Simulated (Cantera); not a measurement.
An isothermal, constant-pressure homogeneous reactor starts with 19.2 % N2O, 0.326 % H2, 80.5 % N2, at 1375 K and 1.80 bar.

Computed with Cantera and GRI-Mech 3.0 (53 species, 325 reactions). GRI-Mech 3.0 was tuned for natural gas; its chemistry of N2O as a main component is partial and can be far from experiment. The mechanism lacks the step 2 NO + O2 → 2 NO2, which can matter for NO2 below about 1400 K. The temperature is held fixed by assumption; the heat of reaction is taken as removed at once.

One state of this run: x N2O = 1.70e-7; x H2 = 2.49e-9; x NO = 0.0208; x H2O2 = 1.04e-10; x H = 1.28e-10. x: mole fraction; the columns are a selection and need not sum to one.

Question: Which value of t (s) does it belong to?
A. 0.00331
B. 0.000800
C. 0.00163
D. 4.00

Answer: D, 4.00
